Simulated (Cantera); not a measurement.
Charge: 1 mol Si2H6, 5.4 mol NO, 73 mol H2, at 700 K and 0.113 Torr.

These are equilibrium values from Cantera (NASA tables, ideal gas, pure condensed phases), not measurements of a reactor. Candidate condensed phases: H2O, Si, SiO2, Si2N2O, Si3N4; 35 gas species. The feed counts by its element totals alone. The numbers say what is thermodynamically allowed, not how fast it happens.

Base state: H2 0.948, N2 0.0343, H2O 0.0178 (mole fractions); condensed: SiO2(α-quartz).

Q: What changes in the equilibrium state with this change: NO from 5.4 to 21 mol?

A: 
| species | before | after |
|---|---|---|
| H2 | 0.948 | 0.682 |
| H2O | 0.0178 | 0.197 |
| N2 | 0.0343 | 0.121 |
| SiO2(α-quartz), mol | 2.00 | 2.00 |
